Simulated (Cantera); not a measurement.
Mixture: CO : H2 : O2 : N2 = 1 : 0.72 : 1.46 : 5.48 (molar parts), equivalence ratio 0.59, at 100000 Pa, adiabatic and at constant volume. Ignition delay is the time to a rise of 400 K.

Detailed kinetics in Cantera: GRI-Mech 3.0 (53 species, 325 reactions). Below about 950 K walls govern HO2 and H2O2 in real vessels. Where the delays flatten at high temperature, the 400 K rule measures the pace of heat release, not the induction time.

Task: What does this change do: pressure from 100000 Pa to 2700000 Pa?

Result: 
| quantity | before | after |
|---|---|---|
| delay at 900 K | 48.5 ms | 44.2 ms |
| delay at 1100 K | 0.116 ms | 0.501 ms |
| delay at 1300 K | 45.3 µs | 13.2 µs |
| delay at 1500 K | 31.7 µs | 1.13 µs |
| delay at 1700 K | 31.0 µs | 0.495 µs |
The hydrogen kinetics of GRI-Mech 3.0 are dated; newer H2 mechanisms differ, most at raised pressure. The pressure lies above the range GRI-Mech 3.0 was tuned for (to about 10 atm).

Task: What does this change do: constant pressure in place of constant volume?

Result: 
```
quantity           before     after
---------------  --------  --------
delay at 900 K    48.5 ms   54.8 ms
delay at 1100 K  0.116 ms  0.125 ms
delay at 1300 K   45.3 µs   53.9 µs
delay at 1500 K   31.7 µs   42.0 µs
delay at 1700 K   31.0 µs   44.9 µs
```
